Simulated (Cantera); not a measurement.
An adiabatic, constant-pressure homogeneous reactor starts with CH₄ : CO : O₂ : N₂ = 1 : 1 : 2.58 : 9.69 (molar parts), equivalence ratio 0.97, at 1775 K and 3750 Torr.

Model: GRI-Mech 3.0 (53 species, 325 reactions), integrated in Cantera.

Question: Predict: time of steepest temperature rise; temperature at 3.00 s; equilibrium temperature; x(CO) at 3.00 s; x(O₂) at 3.00 s.

Answer: 
```json
{
 "time_of_steepest_temperature_rise": "33.9 µs",
 "temperature at 3.00 s": "2946 K",
 "equilibrium_temperature": "2946 K",
 "x(CO) at 3.00 s": "0.0591 (gas-phase equilibrium 0.0591)",
 "x(O₂) at 3.00 s": "0.0267 (gas-phase equilibrium 0.0267)"
}
```
